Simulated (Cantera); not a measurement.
Input: 1 mol C3H6, 2.3 mol H2O, at 2377 °C and 383 Torr.

Cantera equilibrium calculation (NASA polynomials, part measured and part estimated; ideal gas, pure solids and liquids). Candidate condensed phases: C, C6H6, C7H8, C8H18, H2O; 110 gas species. Kinetics and transport are ignored.

Base state: H2 0.640, CO 0.295, H 0.0525, C2H2 (acetylene) 0.0126, C4H2 0.000102, C2H 9.98e-5, CH3 3.56e-5, CH4 2.50e-5 (mole fractions); condensed: C(graphite).

What changes in the equilibrium state with this change: temperature from 2377 °C to 2102 °C?


| species | before | after |
|---|---|---|
| H2 | 0.640 | 0.679 |
| CO | 0.295 | 0.300 |
| H | 0.0525 | 0.0163 |
| C2H2 (acetylene) | 0.0126 | 0.00422 |
| C2H | 9.98e-5 | 5.48e-6 |
| C4H2 | 0.000102 | 1.08e-5 |
| C2H2 (vinylidene) | 1.58e-5 | 2.10e-6 |
| CH3 | 3.56e-5 | 1.94e-5 |
| C(graphite), mol | 0.498 | 0.634 |

What changes in the equilibrium state with this change: temperature from 2377 °C to 2052 °C?


| species | before | after |
|---|---|---|
| H2 | 0.640 | 0.683 |
| CO | 0.295 | 0.301 |
| H | 0.0525 | 0.0127 |
| C2H2 (acetylene) | 0.0126 | 0.00334 |
| C2H | 9.98e-5 | 2.99e-6 |
| C4H2 | 0.000102 | 6.70e-6 |
| C(graphite), mol | 0.498 | 0.648 |

What changes in the equilibrium state with this change: temperature from 2377 °C to 875 °C?


```
species              before    after
-----------------  --------  -------
H2                    0.640    0.690
CO                    0.295    0.298
CH4                 2.50e-5  0.00577
H                    0.0525  8.33e-8
C2H2 (acetylene)     0.0126  2.56e-8
C4H2               0.000102    <1e-9
C2H                 9.98e-5    <1e-9
CO2                 1.15e-7  0.00184
C2H2 (vinylidene)   1.58e-5    <1e-9
C(graphite), mol      0.498    0.708
```
